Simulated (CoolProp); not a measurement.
Properties of cyclohexane at several states.

Model: reference Helmholtz-energy equation of state, Zhou 2014, in CoolProp.

| T (K) | p (MPa) | phase | speed of sound (m/s) | isothermal compressibility (1/MPa) | fugacity coefficient |
|---|---|---|---|---|---|
| 301.2 | 0.0713 | liquid | 1241 | 0.001158 | ? |
| 491.7 | 0.304 | gas | 217.6 | ? | ? |
| 372 | 0.0307 | gas | ? | 32.88 | 0.9908 |
| 615.8 | 12.4 | supercritical | 299.7 | 0.03385 | ? |
| 455.8 | 1.81 | liquid | ? | ? | ? |

Q: What belongs in the gaps?

A: 
- 301.2, fugacity coefficient: 0.2078
- 491.7, isothermal compressibility (1/MPa): 3.424
- 491.7, fugacity coefficient: 0.9633
- 372, speed of sound (m/s): 196.1
- 615.8, fugacity coefficient: 0.4505
- 455.8, speed of sound (m/s): 582.3
- 455.8, isothermal compressibility (1/MPa): 0.006348
- 455.8, fugacity coefficient: 0.4852
